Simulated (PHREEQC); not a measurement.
A PHREEQC speciation (ion-association model, phreeqc.dat) at 20 °C gives pH 4.01 and these molalities:

```csv
species,mol/kgw
AlSO4+,0.0322
SO4-2,0.0206
Al(SO4)2-,0.00806
Al+3,0.00552
AlOH+2,0.000193
H+,0.000116
HSO4-,8.64e-5
Al(OH)2+,5.07e-6
```

What are the element totals, and what could have been dissolved in 1 kg of water to give them?

Several could match; the one computed here: totals Al 0.0460, S(6) 0.0690 mol/kgw, from 0.023 mol Al2(SO4)3 per kg of water.

No solid was allowed to form. Saturation is exceeded, for instance for Gibbsite (slow to form); the values hold only as long as no solid forms. Species that the database lacks are ignored.
